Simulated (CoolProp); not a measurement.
Saturation properties of R115.

The numbers come from the reference Helmholtz-energy equation of state, Lemmon 2016 in CoolProp.

```tsv
T (°C)	p (kPa)	liquid density (kg/m³)	vapour density (kg/m³)	liquid cp (kJ/(kg K))
-84.75	7.334	1698	0.7274	0.8709
-76.75	12.92	1672	1.233	0.8796
-68.65	21.73	1646	2.001	0.8894
-60.65	34.70	1619	3.093	0.9001
-52.65	53.26	1593	4.610	0.9119
-44.65	78.95	1565	6.656	0.9248
-36.55	114.0	1537	9.387	0.9390
-28.55	159.4	1509	12.87	0.9543
-20.55	217.6	1479	17.28	0.9709
-12.55	290.7	1449	22.80	0.9892
-4.55	381.0	1417	29.62	1.009
3.55	492.3	1384	38.10	1.032
11.55	624.5	1349	48.33	1.058
19.55	781.3	1312	60.79	1.087
```

It boils at -39.2 °C under 1 atm.
